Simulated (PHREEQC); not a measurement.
A column of 0.2 m (30 cells, dispersivity 0.016 m, 300 s a shift, diffusion coefficient 3e-10 m²/s) holds 0.00051 eq of the database's cation exchanger X per kg of pore water, first in equilibrium with 0.00035 mol/kgw CaCl2, 0.05 mol/kgw ZnCl2 and 1e-05 mol/kgw HCl. It is flushed with 0.00015 mol PbCl2, 0.00063 mol CaCl2 and 1e-05 mol HCl per kg of water, at 25 °C. Values are for the last cell. No CO2 enters from the air. Precipitation was switched off in this run.

Base run: PHREEQC, ion-association model, phreeqc.dat. Each further column changes one thing. The table gives Pb in solution (mol/kgw).

```csv
pore volumes,base,exchange capacity from 0.00051 to 0.00026 eq/kgw,dispersivity from 0.016 to 0.032 m
0,0,0,0
0.3167,2.02e-7,[?],2.73e-6
0.5167,8.63e-6,8.84e-6,2.15e-5
0.8167,5.20e-5,5.36e-5,6.40e-5
1.117,9.15e-5,9.66e-5,9.61e-5
1.417,0.000107,0.000117,0.000113
1.617,0.000107,0.000121,0.000118
1.917,0.000104,[?],0.000120
2.217,0.000105,0.000125,[?]
2.517,0.000113,0.000131,0.000118
2.717,0.000120,0.000135,0.000118
3.017,0.000131,0.000141,0.000121
```

### Question
What belongs in the gaps?

### Answer

- 0.3167, exchange capacity from 0.00051 to 0.00026 eq/kgw: 2.09e-7
- 1.917, exchange capacity from 0.00051 to 0.00026 eq/kgw: 0.000123
- 2.217, dispersivity from 0.016 to 0.032 m: 0.000119
